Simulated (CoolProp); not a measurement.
Vapour-liquid equilibrium of R1234yf (1) + isobutane (2) at 0.094 MPa; x and y are mole fractions of (1).

Model: multi-fluid Helmholtz-energy mixture model, Lemmon 2022 and Bücker 2006; pair parameters Bell 2016, in CoolProp.

Give the bubble temperature and the first vapour's composition at x = 0.125, 0.425, 0.5. Is there an azeotrope?

x = 0.125: -24.3 °C, y = 0.417; x = 0.425: -30.4 °C, y = 0.636; x = 0.5: -31.0 °C, y = 0.663. y crosses x between x = 0.8 and 0.875: the model has an azeotrope there.

Pair parameters are fitted to limited data, so mixtures are less certain than the pure fluids.
